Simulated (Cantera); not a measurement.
What does this Cantera script print?

```python
import numpy as np
import cantera as ct

gas_names = """
    Cu CuO Cu2 H HNO HNO2 HNO3 HO2 H2 H2O H2O2 N NH NH2 NH3 NH2OH NO NO2 NO3 N2 N2H2 N2H4 N2O O OH O2 O3
""".split()
cond_names = """
    Cu(cr) Cu(L) CuO(s) CuO2H2(s) Cu2O(s) Cu2O(L) H2O(s) H2O(L)
""".split()


# ... load() reads the species with a 1 bar reference pressure and builds the phases ...
atoms = {
    'Cu2O': {'Cu': 2, 'O': 1},
    'H2': {'H': 2},
    'N2': {'N': 2},
}
top_T = {'CuO(s)': 1390}  # K; cautious upper limits of use, not melting points


# ... equilibrate(T, P, feed) seeds the gas with the atoms and calls Mixture.equilibrate('TP', solver="vcs", rtol=1e-11, max_steps=5000) ...
results = []
feed = {'Cu2O': 1, 'H2': 140, 'N2': 19}  # mol
P = 10000  # Pa
for T in [873, 973, 1073, 1173, 1273, 1373, 1473, 1573, 1673, 1773, 1873, 1973, 2073]:
    mix = equilibrate(T, P, feed)
    results.append((T, P, feed, dict(zip(mix.species_names, mix.species_moles))))

top = {s: max(r[3][s] / sum(r[3][g] for g in gas_names) for r in results) for s in gas_names}
cols = sorted((s for s in top if top[s] > 0.0001), key=lambda s: -top[s])[:8]
seen = [c for c in cond_names if any(r[3].get(c, 0) > 1e-12 for r in results)]
print("log10 of partial pressures in bar; condensed amounts in mol")
print(f"{'T/K':>10s}" + "".join(f"{s[:9]:>10s}" for s in cols + seen))
for T, P, feed, n in results:
    ng = sum(n[g] for g in gas_names)
    print(f"{T:10.4g}" + "".join(f"{np.log10(max(n[s] / ng * P / 1e5, 1e-99)):10.3f}" for s in cols)
          + "".join(f"{n.get(c, 0):10.4g}" for c in seen))
```

Result:

```
log10 of partial pressures in bar; condensed amounts in mol
       T/K        H2        N2        Cu         H       H2O    Cu(cr)     Cu(L)
       873    -1.058    -1.923   -13.344   -10.859    -3.201         2         0
       973    -1.058    -1.923   -11.290    -9.495    -3.201         2         0
      1073    -1.058    -1.923    -9.623    -8.383    -3.201         2         0
      1173    -1.058    -1.923    -8.243    -7.458    -3.201         2         0
      1273    -1.058    -1.923    -7.084    -6.676    -3.201         2         0
      1373    -1.058    -1.923    -6.102    -6.007    -3.201         0     1.999
      1473    -1.058    -1.923    -5.286    -5.427    -3.201         0     1.992
      1573    -1.059    -1.923    -4.577    -4.920    -3.202         0     1.958
      1673    -1.059    -1.923    -3.954    -4.473    -3.202         0     1.823
      1773    -1.060    -1.925    -3.404    -4.076    -3.203         0     1.368
      1873    -1.065    -1.928    -2.915    -3.722    -3.207         0   0.02885
      1973    -1.066    -1.929    -2.908    -3.403    -3.208         0         0
      2073    -1.067    -1.930    -2.908    -3.114    -3.209         0         0
```

Method: chemical equilibrium by Gibbs-energy minimisation in Cantera with the NASA 1993 tables (ideal gas, pure condensed phases).
